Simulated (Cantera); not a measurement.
Cantera run:

```python
import numpy as np
import cantera as ct

gas_names = """
    AL ALH ALN AL2 H H2 N NH NH2 NH3 N2 N2H2 N2H4
""".split()
cond_names = """
    AL(cr) AL(L) ALN(s)
""".split()


def load(file, names, dense=False):
    # The tables refer to 1 bar. Condensed volumes are neglected.
    table = {s.name: s for s in ct.Species.list_from_file(file)}
    out = []
    for n in names:
        d = dict(table[n].input_data)
        d["thermo"] = dict(d["thermo"], **{"reference-pressure": 1e5})
        if dense:
            d["equation-of-state"] = {"model": "constant-volume", "density": "1e6 g/cm^3"}
        out.append(ct.Species.from_dict(d))
    return out


gas = ct.Solution(thermo="ideal-gas", species=load("nasa_gas.yaml", gas_names))
cond = {s.name: ct.Solution(thermo="fixed-stoichiometry", species=[s], name=s.name)
        for s in load("nasa_condensed.yaml", cond_names, dense=True)}
atoms = {
    'Al': {'AL': 1},
    'N2': {'N': 2},
    'H2': {'H': 2},
}
top_T = {'ALN(s)': 2750}  # K; cautious upper limits of use, not melting points


def equilibrate(T, P, feed):
    n = {}
    for name, mol in feed.items():
        for a, k in atoms[name].items():
            n[a] = n.get(a, 0.0) + k * mol
    gas.TPX = T, P, n
    mass = sum(n.values()) * gas.mean_molecular_weight
    gas.equilibrate("TP")
    valid = [c for c in cond.values() if c.min_temp <= T <= top_T.get(c.name, c.max_temp)]
    mix = ct.Mixture([(gas, mass / gas.mean_molecular_weight)] + [(c, 0.0) for c in valid])
    mix.T, mix.P = T, P
    mix.equilibrate("TP", solver="vcs", rtol=1e-11, max_steps=5000)
    return mix


results = []
feed = {'Al': 1, 'N2': 7, 'H2': 2.5}  # mol
for P in [10, 46, 220, 1000, 4600, 22000, 100000]:
    for T in [1348, 1398, 1448, 1498, 1548, 1598, 1648, 1698, 1748, 1798, 1848, 1898, 1948, 1998]:
        mix = equilibrate(T, P, feed)
        results.append((T, P, feed, dict(zip(mix.species_names, mix.species_moles))))

for T, P, feed, n in results:
    print(f"{T:7g} {P:10.4g}  " + (" + ".join(c for c in cond_names if n.get(c, 0) > 1e-12) or "gas only"))
```

Output:

```
   1348         10  ALN(s)
   1398         10  ALN(s)
   1448         10  ALN(s)
   1498         10  ALN(s)
   1548         10  ALN(s)
   1598         10  ALN(s)
   1648         10  ALN(s)
   1698         10  ALN(s)
   1748         10  gas only
   1798         10  gas only
   1848         10  gas only
   1898         10  gas only
   1948         10  gas only
   1998         10  gas only
   1348         46  ALN(s)
   1398         46  ALN(s)
   1448         46  ALN(s)
   1498         46  ALN(s)
   1548         46  ALN(s)
   1598         46  ALN(s)
   1648         46  ALN(s)
   1698         46  ALN(s)
   1748         46  ALN(s)
   1798         46  ALN(s)
   1848         46  gas only
   1898         46  gas only
   1948         46  gas only
   1998         46  gas only
   1348        220  ALN(s)
   1398        220  ALN(s)
   1448        220  ALN(s)
   1498        220  ALN(s)
   1548        220  ALN(s)
   1598        220  ALN(s)
   1648        220  ALN(s)
   1698        220  ALN(s)
   1748        220  ALN(s)
   1798        220  ALN(s)
   1848        220  ALN(s)
   1898        220  ALN(s)
   1948        220  ALN(s)
   1998        220  gas only
   1348       1000  ALN(s)
   1398       1000  ALN(s)
   1448       1000  ALN(s)
   1498       1000  ALN(s)
   1548       1000  ALN(s)
   1598       1000  ALN(s)
   1648       1000  ALN(s)
   1698       1000  ALN(s)
   1748       1000  ALN(s)
   1798       1000  ALN(s)
   1848       1000  ALN(s)
   1898       1000  ALN(s)
   1948       1000  ALN(s)
   1998       1000  ALN(s)
   1348       4600  ALN(s)
   1398       4600  ALN(s)
   1448       4600  ALN(s)
   1498       4600  ALN(s)
   1548       4600  ALN(s)
   1598       4600  ALN(s)
   1648       4600  ALN(s)
   1698       4600  ALN(s)
   1748       4600  ALN(s)
   1798       4600  ALN(s)
   1848       4600  ALN(s)
   1898       4600  ALN(s)
   1948       4600  ALN(s)
   1998       4600  ALN(s)
   1348    2.2e+04  ALN(s)
   1398    2.2e+04  ALN(s)
   1448    2.2e+04  ALN(s)
   1498    2.2e+04  ALN(s)
   1548    2.2e+04  ALN(s)
   1598    2.2e+04  ALN(s)
   1648    2.2e+04  ALN(s)
   1698    2.2e+04  ALN(s)
   1748    2.2e+04  ALN(s)
   1798    2.2e+04  ALN(s)
   1848    2.2e+04  ALN(s)
   1898    2.2e+04  ALN(s)
   1948    2.2e+04  ALN(s)
   1998    2.2e+04  ALN(s)
   1348      1e+05  ALN(s)
   1398      1e+05  ALN(s)
   1448      1e+05  ALN(s)
   1498      1e+05  ALN(s)
   1548      1e+05  ALN(s)
   1598      1e+05  ALN(s)
   1648      1e+05  ALN(s)
   1698      1e+05  ALN(s)
   1748      1e+05  ALN(s)
   1798      1e+05  ALN(s)
   1848      1e+05  ALN(s)
   1898      1e+05  ALN(s)
   1948      1e+05  ALN(s)
   1998      1e+05  ALN(s)
```

Method: chemical equilibrium by Gibbs-energy minimisation in Cantera with the NASA 1993 tables (ideal gas, pure condensed phases).
